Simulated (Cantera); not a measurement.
## Abatement and gas-phase synthesis: N₂O + H₂

Feed: 1 mol N₂O, 0.41 mol H₂, equilibrated at 3.08 Torr.

Method: chemical equilibrium by Gibbs-energy minimisation in Cantera with the NASA 1993 tables (ideal gas, pure condensed phases). Candidate condensed phases: H₂O; 47 gas species. Ions and electrons are included (thermal ionisation). Rates play no part.

From 2500 K to 5000 K nothing is condensed.

```csv
T (K),x N₂,x O,x H,x N,x O₂,x H₂O,x OH,x H₂,x NO
2500,0.508,0.0798,0.0693,3.25e-6,0.124,0.118,0.0545,0.0312,0.0142
3000,0.373,0.291,0.263,0.000133,0.0270,0.00266,0.0205,0.0113,0.0118
3500,0.353,0.346,0.289,0.00206,0.00202,1.48e-5,0.00201,0.000980,0.00526
4000,0.343,0.349,0.288,0.0162,0.000226,2.30e-7,0.000289,0.000134,0.00255
4500,0.302,0.340,0.280,0.0772,3.82e-5,8.15e-9,5.95e-5,2.68e-5,0.00133
5000,0.198,0.313,0.257,0.231,8.19e-6,4.70e-10,1.49e-5,6.56e-6,0.000631
```
x: gas mole fraction; nothing condenses.
